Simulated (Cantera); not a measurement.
# Reactions in the system B-F-H-O

Source: NASA polynomial tables (part measured, part estimated), evaluated in Cantera. Values are per mole of reaction as written; species without (g) are pure solids or liquids, kept so even where they would boil at 1 bar.

3 F₂(g) + 3 HBO₂(g) + 3 B ⇌ 3 H(g) + 2 B₃O₃F₃(g)

| T (K) | ΔH° (kJ) | ΔS° (J/K) | ΔG° (kJ) | log10 K |
|---|---|---|---|---|
| 2600 | -2451.2 | -283.2 | -1714.9 | 34.45 |
| 2625 | -2450.7 | -283.0 | -1707.8 | 33.98 |
| 2650 | -2450.1 | -282.8 | -1700.8 | 33.52 |
| 2675 | -2449.5 | -282.5 | -1693.7 | 33.07 |
| 2700 | -2448.9 | -282.3 | -1686.7 | 32.63 |
| 2725 | -2448.3 | -282.1 | -1679.6 | 32.20 |
| 2750 | -2447.7 | -281.9 | -1672.5 | 31.77 |

2 B₃O₃F₃(g) ⇌ 2 B + 3 F₂(g) + 2 B₂O₃(g)

```csv
T (K),ΔH° (kJ),ΔS° (J/K),ΔG° (kJ),log10 K
2600,3118.4,519.2,1768.4,-35.53
2625,3117.9,519.0,1755.4,-34.93
2650,3117.4,518.9,1742.5,-34.35
2675,3116.9,518.7,1729.5,-33.77
2700,3116.5,518.5,1716.5,-33.21
2725,3116.0,518.3,1703.6,-32.65
2750,3115.5,518.1,1690.6,-32.11
```
